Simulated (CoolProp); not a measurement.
Vapour-liquid equilibrium of n-pentane (1) + cyclohexane (2) at 307.3 K; x and y are mole fractions of (1).

The numbers come from the multi-fluid Helmholtz-energy mixture model, Thol 2019 and Zhou 2014; pair parameters Bell 2016 in CoolProp.

| x | bubble pressure, mixture model (MPa) | bubble pressure, Raoult's law (MPa) | y, mixture model | y, Raoult's law |
|---|---|---|---|---|
| 0.05 | … | 0.02316 | 0.229 | 0.205 |
| 0.2 | 0.03670 | 0.03448 | … | 0.550 |
| 0.35 | … | 0.04581 | … | 0.725 |
| 0.5 | … | 0.05714 | 0.824 | 0.830 |
| 0.65 | … | 0.06846 | 0.891 | 0.901 |
| 0.8 | 0.08041 | 0.07979 | … | 0.951 |
| 0.95 | … | 0.09111 | 0.987 | 0.989 |

**Question.** Some entries are withheld; supply them.

**Answer.** 
- 0.05, bubble pressure, mixture model (MPa): 0.02398
- 0.2, y, mixture model: 0.569
- 0.35, bubble pressure, mixture model (MPa): 0.04829
- 0.35, y, mixture model: 0.727
- 0.5, bubble pressure, mixture model (MPa): 0.05921
- 0.65, bubble pressure, mixture model (MPa): 0.06982
- 0.8, y, mixture model: 0.944
- 0.95, bubble pressure, mixture model (MPa): 0.09121

The largest gap from Raoult's law is +6.4 % in bubble pressure, at x = 0.2. No azeotrope shows between x = 0.05 and 0.95.

The pair parameters rest on a limited set of measurements; away from them the model extrapolates.
